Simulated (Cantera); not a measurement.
An isothermal, constant-pressure homogeneous reactor starts with H2 : O2 = 0.0054 : 1 (molar parts), equivalence ratio 0.0027, at 1425 K and 520 Pa.

Detailed kinetics in Cantera: the H2/O2 subset of GRI-Mech 3.0, which has no nitrogen chemistry. Radical loss at walls, strong at low pressure, is not modelled.

### Question
Predict: x(H2) at 4.00 s; x(O2) at 4.00 s; x(OH) at 4.00 s; x(O) at 4.00 s; x(H) at 4.00 s; x(H2O) at 4.00 s; x(HO2) at 4.00 s.

### Answer
- x(H2) at 4.00 s: 6.59e-6 (gas-phase equilibrium 4.94e-8)
- x(O2) at 4.00 s: 0.992 (gas-phase equilibrium 0.995)
- x(OH) at 4.00 s: 0.000578 (gas-phase equilibrium 5.02e-5)
- x(O) at 4.00 s: 0.00271 (gas-phase equilibrium 1.93e-5)
- x(H) at 4.00 s: 3.43e-5 (gas-phase equilibrium 2.12e-8)
- x(H2O) at 4.00 s: 0.00506 (gas-phase equilibrium 0.00536)
- x(HO2) at 4.00 s: 5.86e-8 (gas-phase equilibrium 2.21e-8)
